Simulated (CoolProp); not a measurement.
Vapour-liquid equilibrium of R22 (1) + R115 (2) at -53.15 °C; x and y are mole fractions of (1).

Values from CoolProp's multi-fluid Helmholtz-energy mixture model, Kamei 1995 and Lemmon 2016; pair parameters Bell 2016.

| x | bubble pressure, mixture model (MPa) | bubble pressure, Raoult's law (MPa) | y, mixture model | y, Raoult's law |
|---|---|---|---|---|
| 0.05 | 0.05780 | 0.05205 | … | 0.053 |
| 0.2 | … | 0.05247 | 0.323 | 0.209 |
| 0.35 | … | 0.05289 | … | 0.362 |
| 0.5 | 0.06860 | 0.05332 | 0.478 | 0.513 |
| 0.65 | … | 0.05374 | … | 0.662 |
| 0.8 | … | 0.05416 | 0.703 | 0.808 |
| 0.95 | … | 0.05459 | 0.910 | 0.952 |

Problem. Some entries are withheld; supply them.

Solution. 
- 0.05, y, mixture model: 0.140
- 0.2, bubble pressure, mixture model (MPa): 0.06586
- 0.35, bubble pressure, mixture model (MPa): 0.06826
- 0.35, y, mixture model: 0.407
- 0.65, bubble pressure, mixture model (MPa): 0.06719
- 0.65, y, mixture model: 0.569
- 0.8, bubble pressure, mixture model (MPa): 0.06347
- 0.95, bubble pressure, mixture model (MPa): 0.05725

The largest gap from Raoult's law is +29.1 % in bubble pressure, at x = 0.35. y crosses x between x = 0.35 and 0.5: the model has an azeotrope there.

Pair parameters are fitted to limited data, so mixtures are less certain than the pure fluids.
